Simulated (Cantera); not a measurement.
Input: 1 mol PbS, 2.8 mol H₂, at 1898 K and 75.0 Torr.

Cantera equilibrium calculation (NASA polynomials, part measured and part estimated; ideal gas, pure solids and liquids). Candidate condensed phases: Pb, PbS, S; 10 gas species. The numbers say what is thermodynamically allowed, not how fast it happens.

Base state: H₂ 0.674, PbS 0.151, Pb 0.102, S₂ 0.0315, H₂S 0.0299, SH 0.00821, H 0.00203, S 0.000883 (mole fractions); condensed: gas only.

Problem. What changes in the equilibrium state with this change: PbS replaced by V₂O₅?

Solution. 
```json
[
 {"species": "H₂O", "before": "0", "after": "0.713"},
 {"species": "H₂", "before": "0.674", "after": "0.285"},
 {"species": "H", "before": "0.00203", "after": "0.00132"},
 {"species": "PbS", "before": "0.151", "after": "0"},
 {"species": "Pb", "before": "0.102", "after": "0"},
 {"species": "S₂", "before": "0.0315", "after": "0"},
 {"species": "H₂S", "before": "0.0299", "after": "0"},
 {"species": "VO₂", "before": "0", "after": "0.000274"},
 {"species": "SH", "before": "0.00821", "after": "0"},
 {"species": "S", "before": "0.000883", "after": "0"},
 {"species": "V₂O₃(s), mol", "before": "0", "after": "1.000"}
]
```
Condensed phases not in the tables: the oxides between V₂O₃ and V₂O₅ other than VO₂. Further candidate phases: H₂O, V, VO, V₂O₃, V₂O₄, V₂O₅.
